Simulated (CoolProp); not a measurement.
Saturation properties of chlorine.

Values from CoolProp's reference Helmholtz-energy equation of state, Thol 2021.

```
T (K)  p (bar)  liquid density (kg/m³)  vapour density (kg/m³)  enthalpy of vaporisation (kJ/kg)
-----  -------  ----------------------  ----------------------  --------------------------------
291.7    6.486                    1413                   20.95                             252.9
300.1    8.176                    1387                   26.13                             246.4
308.5    10.17                    1360                   32.25                             239.5
317      12.52                    1332                   39.52                             232.1
325.4    15.21                    1304                   47.92                             224.3
333.9    18.33                    1273                   57.83                             215.9
342.3    21.84                    1242                   69.24                             207.0
350.8    25.84                    1209                   82.70                             197.2
359.2    30.28                    1174                   98.27                             186.8
367.6    35.22                    1136                   116.6                             175.4
376.1    40.77                    1094                   138.7                             162.6
384.5    46.82                    1049                   165.1                             148.4
```

It boils at 239.2 K under 1 atm.
